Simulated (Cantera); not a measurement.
What does this Cantera script print?

```python
import numpy as np
import cantera as ct

gas = ct.Solution("h2o2.yaml")
gas.TPX = 650, 120000, {'H2': 1, 'O2': 0.909, 'N2': 2.55, 'H2O': 1.1}
flame = ct.FreeFlame(gas, width=0.035)
flame.set_refine_criteria(ratio=3, slope=0.08, curve=0.16)
flame.transport_model = "mixture-averaged"
flame.solve(loglevel=0, auto=True)
z, T = flame.grid, flame.T
thick = (T[-1] - T[0]) / np.gradient(T, z).max()
show = ['H2', 'O2', 'H2O', 'H', 'HO2', 'OH']
print(f"laminar burning velocity  {flame.velocity[0] * 100:.3f} cm/s")
print(f"burnt temperature         {T[-1]:.1f} K")
print(f"thermal thickness         {thick * 1e3:.4f} mm")
print(f"grid points               {len(z)}")
z0 = z[flame.heat_release_rate.argmax()]
print(f"{'z/mm':>9s}{'T/K':>9s}{'u/(m/s)':>9s}" + "".join(f"{s:>11s}" for s in show))
rows = []
for k in (-3, -2, -1.5, -1, -0.5, -0.25, 0, 0.25, 0.5, 1, 2, 4, 8):
    zz = z0 + k * thick
    rows.append([k * thick, np.interp(zz, z, T), np.interp(zz, z, flame.velocity),
                 *(np.interp(zz, z, flame.X[gas.species_index(s)]) for s in show)])
    print(f"{rows[-1][0] * 1e3:9.3f}{rows[-1][1]:9.1f}{rows[-1][2]:9.3f}" + "".join(f"{x:11.3e}" for x in rows[-1][3:]))
```

It prints:

```
laminar burning velocity  293.083 cm/s
burnt temperature         1880.4 K
thermal thickness         0.3028 mm
grid points               107
     z/mm      T/K  u/(m/s)         H2         O2        H2O          H        HO2         OH
   -0.908    650.0    2.930  1.796e-01  1.636e-01  1.979e-01  9.296e-14  7.887e-09  7.313e-14
   -0.606    650.1    2.927  1.786e-01  1.638e-01  1.982e-01  9.768e-12  1.613e-07  7.639e-12
   -0.454    650.6    2.922  1.763e-01  1.642e-01  1.989e-01  2.207e-10  1.510e-06  1.651e-10
   -0.303    654.1    2.916  1.692e-01  1.655e-01  2.010e-01  2.000e-08  1.708e-05  7.847e-09
   -0.151    736.0    3.188  1.384e-01  1.670e-01  2.167e-01  6.483e-05  4.663e-04  5.569e-05
   -0.076    961.7    4.074  1.020e-01  1.571e-01  2.521e-01  1.227e-03  4.432e-04  6.157e-04
    0.000   1258.6    5.262  5.861e-02  1.309e-01  3.084e-01  5.076e-03  2.340e-04  2.456e-03
    0.076   1472.2    6.127  2.816e-02  1.048e-01  3.538e-01  7.341e-03  1.341e-04  6.042e-03
    0.151   1596.1    6.626  1.536e-02  9.193e-02  3.754e-01  6.334e-03  8.922e-05  8.606e-03
    0.303   1716.9    7.099  8.167e-03  8.517e-02  3.903e-01  3.346e-03  5.155e-05  9.389e-03
    0.606   1803.4    7.425  4.076e-03  8.304e-02  4.000e-01  1.117e-03  2.490e-05  7.653e-03
    1.211   1850.3    7.598  1.597e-03  8.259e-02  4.060e-01  2.619e-04  1.000e-05  5.139e-03
    2.422   1870.4    7.670  5.626e-04  8.276e-02  4.088e-01  5.515e-05  4.028e-06  3.178e-03
```

Model: the H2/O2 subset of GRI-Mech 3.0, which has no nitrogen chemistry, integrated in Cantera. Burning velocities carry a grid error of a few per cent, more on coarse grids. Lean hydrogen flames are cellular in practice and burn faster than this planar one.
